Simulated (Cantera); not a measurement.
Cantera run:

```python
import numpy as np
import cantera as ct

gas_names = """
    CL CL2 H HCL H2 Si SiCL SiCL2 SiCL3 SiCL4 SiH SiHCL3 SiH2 SiH2CL2 SiH3 SiH3CL SiH4 Si2 Si3
""".split()
cond_names = """
    Si(cr) Si(L)
""".split()


# ... load() reads the species with a 1 bar reference pressure and builds the phases ...
atoms = {
    'SiCl4': {'Si': 1, 'CL': 4},
    'HCl': {'H': 1, 'CL': 1},
    'H2': {'H': 2},
}
top_T = {}  # K; cautious upper limits of use, not melting points


# ... equilibrate(T, P, feed) seeds the gas with the atoms and calls Mixture.equilibrate('TP', solver="vcs", rtol=1e-11, max_steps=5000) ...
results = []
feed = {'SiCl4': 1, 'HCl': 1.6, 'H2': 230}  # mol
P = 120  # Pa
for T in [825, 875, 925, 975, 1025, 1075, 1125, 1175, 1225, 1275, 1325, 1375]:
    mix = equilibrate(T, P, feed)
    results.append((T, P, feed, dict(zip(mix.species_names, mix.species_moles))))
    x = sorted(zip(gas.X, gas.species_names), reverse=True)
    print(f"T = {T:g} K  P = {P:g} Pa  gas = {mix.phase_moles(0):.4g} mol")
    print("   x: " + "  ".join(f"{s} {v:.3e}" for v, s in x if v > 0.001))
    print("   condensed (mol): " + ("  ".join(f"{mix.phase(i).name} {mix.phase_moles(i):.4g}"
          for i in range(1, mix.n_phases) if mix.phase_moles(i) > 1e-12) or "none"))
```

Output:

```
T = 825 K  P = 120 Pa  gas = 232.6 mol
   x: H2 9.882e-01  HCL 7.528e-03  SiCL4 3.667e-03
   condensed (mol): none
T = 875 K  P = 120 Pa  gas = 232.6 mol
   x: H2 9.876e-01  HCL 8.127e-03  SiCL4 3.236e-03
   condensed (mol): Si(cr) 0.006208
T = 925 K  P = 120 Pa  gas = 232.9 mol
   x: H2 9.843e-01  HCL 1.248e-02  SiCL4 2.208e-03
   condensed (mol): Si(cr) 0.2548
T = 975 K  P = 120 Pa  gas = 233.2 mol
   x: H2 9.809e-01  HCL 1.693e-02  SiCL4 1.141e-03
   condensed (mol): Si(cr) 0.5004
T = 1025 K  P = 120 Pa  gas = 233.4 mol
   x: H2 9.786e-01  HCL 2.000e-02
   condensed (mol): Si(cr) 0.6641
T = 1075 K  P = 120 Pa  gas = 233.5 mol
   x: H2 9.776e-01  HCL 2.127e-02
   condensed (mol): Si(cr) 0.7275
T = 1125 K  P = 120 Pa  gas = 233.6 mol
   x: H2 9.773e-01  HCL 2.161e-02  SiCL2 1.012e-03
   condensed (mol): Si(cr) 0.739
T = 1175 K  P = 120 Pa  gas = 233.6 mol
   x: H2 9.772e-01  HCL 2.163e-02  SiCL2 1.092e-03
   condensed (mol): Si(cr) 0.7333
T = 1225 K  P = 120 Pa  gas = 233.6 mol
   x: H2 9.772e-01  HCL 2.157e-02  SiCL2 1.161e-03
   condensed (mol): Si(cr) 0.7226
T = 1275 K  P = 120 Pa  gas = 233.6 mol
   x: H2 9.773e-01  HCL 2.148e-02  SiCL2 1.224e-03
   condensed (mol): Si(cr) 0.7105
T = 1325 K  P = 120 Pa  gas = 233.6 mol
   x: H2 9.773e-01  HCL 2.138e-02  SiCL2 1.281e-03
   condensed (mol): Si(cr) 0.6982
T = 1375 K  P = 120 Pa  gas = 233.6 mol
   x: H2 9.773e-01  HCL 2.128e-02  SiCL2 1.335e-03
   condensed (mol): Si(cr) 0.6862
```

These are equilibrium values from Cantera (NASA tables, ideal gas, pure condensed phases), not measurements of a reactor. The tables' values for SiCl3 are old estimates; treat these amounts as uncertain.
